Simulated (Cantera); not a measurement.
Si + HBr (silicon etching in halogen gases)

Feed: 1 mol Si, a varied amount of HBr, at 1000 Pa.

Cantera equilibrium calculation (NASA polynomials, part measured and part estimated; ideal gas, pure solids and liquids). Candidate condensed phases: Br2, Si; 19 gas species. The tables' values for SiBr3 are old estimates. Kinetics and transport are ignored.

Task: Map the stable condensed phases over T = 450, 525, 600, 675, 750, 825, 900, 975, 1050, 1125, 1200, 1275, 1350, 1425 K and n(HBr) in mol = 2.2, 2.7, 3.3, 4.1, 5, 6.2, 7.7, 9.4, 12, 14, 18.

Result: 
```
T in K \ n(HBr) in mol
         2.2 2.7 3.3 4.1   5 6.2 7.7 9.4  12  14  18
   1425    A   A   B   B   B   B   B   B   B   B   B
   1350    A   A   B   B   B   B   B   B   B   B   B
   1275    A   A   B   B   B   B   B   B   B   B   B
   1200    A   A   A   B   B   B   B   B   B   B   B
   1125    A   A   A   B   B   B   B   B   B   B   B
   1050    A   A   A   A   B   B   B   B   B   B   B
    975    A   A   A   A   B   B   B   B   B   B   B
    900    A   A   A   B   B   B   B   B   B   B   B
    825    A   A   A   B   B   B   B   B   B   B   B
    750    A   A   A   B   B   B   B   B   B   B   B
    675    A   A   A   B   B   B   B   B   B   B   B
    600    A   A   A   B   B   B   B   B   B   B   B
    525    A   A   A   B   B   B   B   B   B   B   B
    450    A   A   A   B   B   B   B   B   B   B   B
```
A: Si; B: gas only.
